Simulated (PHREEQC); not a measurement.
A PHREEQC speciation (ion-association model, phreeqc.dat) at 25 °C gives pH 5.73 and these molalities:

```
species      mol/kgw
----------  --------
Mn+2           0.125
SO4-2          0.101
MnSO4         0.0759
Cl-           0.0684
Zn+2          0.0164
Zn(SO4)2-2    0.0114
ZnSO4         0.0105
MnCl+        0.00886
ZnCl+       0.000739
Na+         0.000145
MnCl2        4.46e-5
NaSO4-       1.50e-5
ZnCl2        5.97e-6
HSO4-        3.73e-6
ZnOHCl       2.88e-6
ZnOH+        2.62e-6
H+           2.45e-6
ZnCl3-       1.97e-6
MnCl3-       1.87e-6
MnOH+        6.49e-7
ZnCl4-2      3.25e-8
```

Problem. What are the element totals, and what could have been dissolved in 1 kg of water to give them?

Solution. Several could match; the one computed here: totals Cl 0.0782, Mn(2) 0.210, Na 0.000160, S(6) 0.210, Zn 0.0390 mol/kgw, from 0.039 mol/kgw ZnCl2, 0.00016 mol/kgw NaCl and 0.21 mol/kgw MnSO4.

This is a speciation only: nothing precipitates in the calculation. Under pressure, the constants of complexes without a molar volume in the database are unreliable.
